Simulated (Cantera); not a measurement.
Charge: 1 mol c-C₄F₈, 1.1 mol CH₄, 0.35 mol H₂, at 13.3 mbar.

These are equilibrium values from Cantera (NASA tables, ideal gas, pure condensed phases), not measurements of a reactor. Candidate condensed phases: C, C₆H₆, C₇H₈, C₈H₁₈; 95 gas species. The feed counts by its element totals alone. Gases not in the tables: C₂F₆ and larger saturated fluorocarbons. Equilibrium is a limit: real reactors are often held back by kinetics, nucleation or transport.

x: gas mole fraction; n: condensed amount in mol.

```json
[
 {"T (K)": "1948", "x HF": "0.860", "x F": "0.00994", "x CF₂": "0.0204", "x CF₄": "0.109", "x CF": "3.54e-5", "n C(graphite)": "4.33"},
 {"T (K)": "2023", "x HF": "0.846", "x F": "0.0199", "x CF₂": "0.0361", "x CF₄": "0.0960", "x CF": "0.000103", "n C(graphite)": "4.29"},
 {"T (K)": "2098", "x HF": "0.825", "x F": "0.0370", "x CF₂": "0.0581", "x CF₄": "0.0772", "x CF": "0.000272", "n C(graphite)": "4.25"},
 {"T (K)": "2173", "x HF": "0.797", "x F": "0.0632", "x CF₂": "0.0832", "x CF₄": "0.0536", "x CF": "0.000642", "n C(graphite)": "4.20"},
 {"T (K)": "2248", "x HF": "0.764", "x F": "0.0983", "x CF₂": "0.103", "x CF₄": "0.0300", "x CF": "0.00135", "n C(graphite)": "4.18"},
 {"T (K)": "2323", "x HF": "0.735", "x F": "0.138", "x CF₂": "0.109", "x CF₄": "0.0131", "x CF": "0.00250", "n C(graphite)": "4.22"},
 {"T (K)": "2398", "x HF": "0.712", "x F": "0.177", "x CF₂": "0.100", "x CF₄": "0.00457", "x CF": "0.00417", "n C(graphite)": "4.31"},
 {"T (K)": "2473", "x HF": "0.694", "x F": "[?]", "x CF₂": "[?]", "x CF₄": "[?]", "x CF": "[?]", "n C(graphite)": "4.42"},
 {"T (K)": "2548", "x HF": "0.680", "x F": "0.245", "x CF₂": "0.0652", "x CF₄": "0.000389", "x CF": "0.00923", "n C(graphite)": "4.53"},
 {"T (K)": "2623", "x HF": "0.667", "x F": "0.270", "x CF₂": "[?]", "x CF₄": "[?]", "x CF": "[?]", "n C(graphite)": "4.62"},
 {"T (K)": "2698", "x HF": "0.656", "x F": "0.289", "x CF₂": "0.0350", "x CF₄": "2.71e-5", "x CF": "0.0166", "n C(graphite)": "4.68"},
 {"T (K)": "2773", "x HF": "0.646", "x F": "0.303", "x CF₂": "0.0246", "x CF₄": "7.02e-6", "x CF": "0.0209", "n C(graphite)": "4.70"},
 {"T (K)": "2848", "x HF": "0.634", "x F": "0.311", "x CF₂": "0.0171", "x CF₄": "1.84e-6", "x CF": "0.0258", "n C(graphite)": "4.64"}
]
```

Q: Some entries are withheld; supply them.

A: 
- 2473, x F: 0.213
- 2473, x CF₂: 0.0836
- 2473, x CF₄: 0.00139
- 2473, x CF: 0.00641
- 2623, x CF₂: 0.0486
- 2623, x CF₄: 0.000104
- 2623, x CF: 0.0126
